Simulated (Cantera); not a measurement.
## Premixed flame

A freely propagating, adiabatic, planar premixed flame of 45.8 % H₂, 12.6 % O₂, 41.6 % N₂, equivalence ratio 1.8, unburnt at 600 K and 14000 Pa; mixture-averaged transport, grid criteria slope 0.08 and curve 0.16, no radiation.

Detailed kinetics in Cantera: the H2/O2 subset of GRI-Mech 3.0, which has no nitrogen chemistry. Burning velocities carry a grid error of a few per cent, more on coarse grids.

```json
[
 {"z (mm)": "-16.6", "T (K)": "600", "u (m/s)": "7.51", "x H₂": "0.458", "x O₂": "0.126", "x HO₂": "<1e-8", "x H": "<1e-8", "x O": "<1e-8", "x H₂O₂": "<1e-8"},
 {"z (mm)": "-11.1", "T (K)": "600", "u (m/s)": "7.51", "x H₂": "0.458", "x O₂": "0.126", "x HO₂": "<1e-8", "x H": "<1e-8", "x O": "<1e-8", "x H₂O₂": "<1e-8"},
 {"z (mm)": "-8.30", "T (K)": "600", "u (m/s)": "7.51", "x H₂": "0.458", "x O₂": "0.126", "x HO₂": "<1e-8", "x H": "<1e-8", "x O": "<1e-8", "x H₂O₂": "<1e-8"},
 {"z (mm)": "-5.53", "T (K)": "600", "u (m/s)": "7.51", "x H₂": "0.458", "x O₂": "0.126", "x HO₂": "5.94e-7", "x H": "4.69e-7", "x O": "<1e-8", "x H₂O₂": "<1e-8"},
 {"z (mm)": "-2.77", "T (K)": "610", "u (m/s)": "7.62", "x H₂": "0.457", "x O₂": "0.126", "x HO₂": "4.74e-5", "x H": "0.000582", "x O": "9.99e-6", "x H₂O₂": "3.66e-7"},
 {"z (mm)": "-1.38", "T (K)": "733", "u (m/s)": "9.06", "x H₂": "0.432", "x O₂": "0.122", "x HO₂": "3.17e-5", "x H": "0.0131", "x O": "0.000270", "x H₂O₂": "4.21e-7"},
 {"z (mm)": "0", "T (K)": "1117", "u (m/s)": "13.5", "x H₂": "0.274", "x O₂": "0.0694", "x HO₂": "1.23e-5", "x H": "0.0971", "x O": "0.00580", "x H₂O₂": "3.50e-7"},
 {"z (mm)": "1.38", "T (K)": "1374", "u (m/s)": "16.4", "x H₂": "0.162", "x O₂": "0.00871", "x HO₂": "1.52e-6", "x H": "0.146", "x O": "0.00535", "x H₂O₂": "2.82e-7"},
 {"z (mm)": "2.77", "T (K)": "1470", "u (m/s)": "17.4", "x H₂": "0.159", "x O₂": "0.00353", "x HO₂": "5.62e-7", "x H": "0.140", "x O": "0.00448", "x H₂O₂": "2.50e-7"},
 {"z (mm)": "5.53", "T (K)": "1584", "u (m/s)": "18.6", "x H₂": "0.168", "x O₂": "0.00293", "x HO₂": "4.15e-7", "x H": "0.124", "x O": "0.00429", "x H₂O₂": "2.02e-7"},
 {"z (mm)": "11.1", "T (K)": "1718", "u (m/s)": "20.0", "x H₂": "0.179", "x O₂": "0.00244", "x HO₂": "3.09e-7", "x H": "0.106", "x O": "0.00382", "x H₂O₂": "1.31e-7"},
 {"z (mm)": "22.1", "T (K)": "1861", "u (m/s)": "21.4", "x H₂": "0.190", "x O₂": "0.00184", "x HO₂": "2.19e-7", "x H": "0.0861", "x O": "0.00306", "x H₂O₂": "7.22e-8"},
 {"z (mm)": "44.3", "T (K)": "2004", "u (m/s)": "22.8", "x H₂": "0.200", "x O₂": "0.00124", "x HO₂": "1.51e-7", "x H": "0.0668", "x O": "0.00216", "x H₂O₂": "3.78e-8"}
]
```
x: mole fraction of selected species; z is measured from the peak of heat release.

| Item | Result |
|---|---|
| laminar burning velocity | 751 cm/s |
| thermal thickness | 5.53 mm |
| peak x(HO₂) | 4.74e-5 |
| peak x(H) | 0.146 |
| peak x(O) | 0.00707 |
| peak x(H₂O₂) | 5.58e-7 |
